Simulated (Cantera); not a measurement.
# Equilibrium for sublimation and decomposition of ceramics: SiC + Si + N2

Feed: 1 mol SiC, 0.013 mol Si, 0.069 mol N2, equilibrated at 2.20 Pa.

Equilibrium computed with Cantera from the NASA thermochemical tables; the gas is ideal and each condensed phase is pure. Candidate condensed phases: C, Si, SiC, Si3N4; 20 gas species. The tables' values for SiN are old estimates; treat these amounts as uncertain. Equilibrium is a limit: real reactors are often held back by kinetics, nucleation or transport.

```csv
T (K),x Si,x N2,x SiC2,x C3,x C,x Si2C,x C2,x CN,n C(graphite),n SiC(s)
2073,0.322,0.646,0.0185,7.13e-6,6.31e-6,0.0119,6.10e-7,0.000243,0.0207,0.974
2123,0.650,0.273,0.0461,2.18e-5,1.68e-5,0.0290,1.88e-6,0.000285,0.147,0.822
2173,0.832,0.0655,0.0721,6.31e-5,4.27e-5,0.0291,5.49e-6,0.000246,0.817,0
2223,0.829,0.0646,0.0868,0.000174,0.000104,0.0181,1.53e-5,0.000418,0.795,0
2273,0.820,0.0640,0.103,0.000459,0.000244,0.0113,4.06e-5,0.000697,0.765,0
2323,0.806,0.0635,0.120,0.00116,0.000551,0.00714,0.000103,0.00114,0.727,0
2373,0.787,0.0628,0.139,0.00281,0.00120,0.00453,0.000253,0.00181,0.682,0
2423,0.765,0.0618,0.158,0.00655,0.00254,0.00288,0.000595,0.00282,0.624,0
2473,0.735,0.0602,0.176,0.0148,0.00520,0.00182,0.00135,0.00430,0.545,0
2523,0.696,0.0575,0.193,0.0322,0.0103,0.00114,0.00298,0.00637,0.424,0
2573,0.639,0.0529,0.203,0.0680,0.0201,0.000675,0.00636,0.00911,0.214,0
2623,0.597,0.0475,0.185,0.110,0.0350,0.000390,0.0112,0.0117,0,0
2673,0.610,0.0446,0.143,0.120,0.0527,0.000240,0.0151,0.0134,0,0
2723,0.616,0.0418,0.107,0.123,0.0768,0.000145,0.0194,0.0150,0,0
```
x: gas mole fraction; n: condensed amount in mol.

From 2073 K to 2123 K the condensed part is C(graphite) + SiC(s). From 2173 K to 2573 K the condensed part is C(graphite). From 2623 K to 2723 K nothing is condensed. The main Si-bearing gas is Si throughout.
